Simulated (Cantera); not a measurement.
Input: 1 mol PbF2, 0.044 mol HF, 0.16 mol N2, equilibrated at 0.160 bar.

Equilibrium computed with Cantera from the NASA thermochemical tables; the gas is ideal and each condensed phase is pure. Candidate condensed phases: Pb, PbF2; 26 gas species. Each liquid is taken as pure. Mutual solubility and eutectic melting of coexisting phases are not modelled. The numbers say what is thermodynamically allowed, not how fast it happens.

log p: log10 of the partial pressure in bar; n: condensed amount in mol.

```tsv
T (K)	log p N2	log p PbF2	log p PbF4	log p HF	log p Pb	log p PbF	n Pb(l)	n PbF2(s)	n PbF2(l)
1025	-0.90	-3.89	-3.44	-1.46	-4.56	-5.46	…	0.999	0
1125	-0.91	-2.95	-2.67	-1.47	-3.72	-4.40	…	0	0.993
1225	-0.94	-2.23	-2.14	-1.50	-3.03	-3.55	…	0	0.971
1325	-1.05	-1.63	-1.72	-1.62	-2.44	-2.83	…	0	0.887
1425	-1.61	-1.15	-1.40	-2.17	-1.94	-2.23	…	0	0
1525	-1.67	-1.09	-1.63	-2.23	-1.73	-2.01	0	0	0
1625	-1.67	-1.08	-1.66	-2.23	-1.79	-1.95	0	0	0
1725	-1.67	-1.07	-1.68	-2.23	-1.84	-1.90	0	0	0
1825	-1.67	-1.06	-1.70	-2.23	-1.89	-1.86	0	0	0
1925	-1.67	-1.06	-1.72	-2.23	-1.93	-1.83	0	0	0
```

Task: Complete the blanks.

Result: 
- 1025, n Pb(l): 0.000365
- 1125, n Pb(l): 0.00249
- 1225, n Pb(l): 0.00863
- 1325, n Pb(l): 0.0270
- 1425, n Pb(l): 0.166
